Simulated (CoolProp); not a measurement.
Saturated liquid density (kg/m³) of o-xylene: the reference equation beside estimates from Tc = 630.3 K, pc = 37.37 bar, ω = 0.312.

The numbers come from the reference Helmholtz-energy equation of state, Zhou 2012 in CoolProp.

```csv
T (K),reference,Soave-Redlich-Kwong,Peng-Robinson
367.6,815.9,721.9,814.0
370.4,813.4,719.8,811.7
373.1,811.0,717.7,809.5
375.9,808.4,715.6,807.2
378.6,806.0,713.5,805.0
381.4,803.4,711.3,802.7
384.1,801.0,709.2,800.4
386.9,798.4,707.0,798.0
389.6,795.9,704.8,795.6
392.4,793.3,702.5,793.2
395.1,790.8,700.3,790.8
397.9,788.2,698.0,788.3
```

Absolute difference from the reference over all 12 rows, mean and median: Soave-Redlich-Kwong 11.5 and 11.5 %, Peng-Robinson 0.1 and 0.1 %.
